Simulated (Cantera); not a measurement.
What does this Cantera script print?

```python
import numpy as np
import cantera as ct

gas = ct.Solution("gri30.yaml")


def delay(T, t_max=10):
    gas.TPX = T, 120000, {'CH4': 1, 'H2': 0.048, 'O2': 5.06, 'N2': 19}
    reactor = ct.IdealGasReactor(gas, clone=False)
    net = ct.ReactorNet([reactor])
    net.rtol, net.atol = 1e-8, 1e-16
    while net.time < t_max:
        t_old, T_old = net.time, reactor.T
        net.step()
        if reactor.T > T + 400:  # ignition: a rise of 400 K
            return t_old + (T + 400 - T_old) / (reactor.T - T_old) * (net.time - t_old)
    return np.nan


taus = []
for T in [1100, 1200, 1300, 1400, 1500, 1600]:
    taus.append(delay(T))
    print(f"T0 = {T:6g} K   tau = {taus[-1]:.4e} s")
```

It prints:

```
T0 =   1100 K   tau = 5.2417e-02 s
T0 =   1200 K   tau = 1.4365e-02 s
T0 =   1300 K   tau = 4.2772e-03 s
T0 =   1400 K   tau = 1.4677e-03 s
T0 =   1500 K   tau = 5.9296e-04 s
T0 =   1600 K   tau = 2.7675e-04 s
```

Computed with Cantera and GRI-Mech 3.0 (53 species, 325 reactions).
